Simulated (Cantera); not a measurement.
Cantera with NASA thermochemical tables; ideal gases at 1 bar, condensed phases pure. Values are per mole of reaction as written; species without (g) are pure solids or liquids, kept so even where they would boil at 1 bar.

Between 300 and 973 K, where is each reaction favourable under standard conditions?
- 6 HCl(g) + 2 Ti = 2 TiCl₃ + 3 H₂(g)


- 6 HCl(g) + 2 Ti = 2 TiCl₃ + 3 H₂(g): ΔG° is -736 kJ at 300 K and -419 kJ at 973 K; it stays negative (K > 1). ΔH° is -852 kJ and ΔS° -445 J/K at 973 K.
